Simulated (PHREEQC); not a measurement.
0.47 g of hydrous ferric oxide (600 m²/g; 0.2 weak and 0.005 strong sites per Fe, Dzombak-Morel constants, diffuse double layer) in 1 kg of water with 0.3 mol/kgw of an inert sodium salt and 0.034 mmol/kgw SrCl2 and 0.19 mmol/kgw CuSO4, at 25 °C; the pH is set by adding NaOH or the inert anion's acid. Oxygen alone is held at its pressure in air (log pO2 = -0.68). No CO2 enters from the air. No solid was allowed to form.

Base run: PHREEQC, ion-association model, wateq4f.dat. Each further column changes one thing. The table gives S sorbed (%).

```json
[
 {"pH": "3", "base": "73.4", "no electrostatic term (-no_edl)": "0.1", "background salt from 0.3 to 0.03 mol/kgw": "99.7", "oxide from 0.47 to 2.3 g/kgw": "97.3"},
 {"pH": "4", "base": "71.7", "no electrostatic term (-no_edl)": "0.1", "background salt from 0.3 to 0.03 mol/kgw": "99.3", "oxide from 0.47 to 2.3 g/kgw": "96.9"},
 {"pH": "4.5", "base": "67.6", "no electrostatic term (-no_edl)": "0.1", "background salt from 0.3 to 0.03 mol/kgw": "___", "oxide from 0.47 to 2.3 g/kgw": "96.0"},
 {"pH": "5", "base": "58.8", "no electrostatic term (-no_edl)": "0.1", "background salt from 0.3 to 0.03 mol/kgw": "___", "oxide from 0.47 to 2.3 g/kgw": "93.4"},
 {"pH": "6", "base": "29.8", "no electrostatic term (-no_edl)": "0.1", "background salt from 0.3 to 0.03 mol/kgw": "71.5", "oxide from 0.47 to 2.3 g/kgw": "69.7"},
 {"pH": "7", "base": "6.0", "no electrostatic term (-no_edl)": "0.1", "background salt from 0.3 to 0.03 mol/kgw": "25.4", "oxide from 0.47 to 2.3 g/kgw": "___"},
 {"pH": "7.5", "base": "1.7", "no electrostatic term (-no_edl)": "0.1", "background salt from 0.3 to 0.03 mol/kgw": "___", "oxide from 0.47 to 2.3 g/kgw": "___"},
 {"pH": "8", "base": "0.4", "no electrostatic term (-no_edl)": "0.1", "background salt from 0.3 to 0.03 mol/kgw": "1.4", "oxide from 0.47 to 2.3 g/kgw": "___"},
 {"pH": "9", "base": "0.0", "no electrostatic term (-no_edl)": "0.0", "background salt from 0.3 to 0.03 mol/kgw": "0.0", "oxide from 0.47 to 2.3 g/kgw": "0.0"}
]
```

Task: What belongs in the gaps?

Result: 
- 4.5, background salt from 0.3 to 0.03 mol/kgw: 98.4
- 5, background salt from 0.3 to 0.03 mol/kgw: 95.5
- 7, oxide from 0.47 to 2.3 g/kgw: 16.2
- 7.5, background salt from 0.3 to 0.03 mol/kgw: 8.0
- 7.5, oxide from 0.47 to 2.3 g/kgw: 4.2
- 8, oxide from 0.47 to 2.3 g/kgw: 0.9

The database's constant for dissolved Cu(OH)2 is higher than later reviews accept. The oxide is taken as insoluble; below pH 4 it would dissolve.
